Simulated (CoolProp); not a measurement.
A Linde-Hampson liquefier for methane: isothermal reversible compression at 200 K from 1 atm to 10 MPa, throttling to 1 atm, return gas leaving the recuperator 10 K below the feed. Each further row changes one setting.

Computed with CoolProp (reference Helmholtz-energy equation of state, Setzmann 1991).

| case | liquid yield per pass | compression work (kJ/kg of gas) |
|---|---|---|
| as stated | ? | 393 |
| high pressure 20 MPa | ? | ? |
| warm-end temperature 230 K | 0.263 | ? |
| warm-end gap 15 K | ? | 393 |

Q: What belongs in the gaps?

A: 
- as stated, liquid yield per pass: 0.470
- high pressure 20 MPa, liquid yield per pass: 0.498
- high pressure 20 MPa, compression work (kJ/kg of gas): 427
- warm-end temperature 230 K, compression work (kJ/kg of gas): 494
- warm-end gap 15 K, liquid yield per pass: 0.462
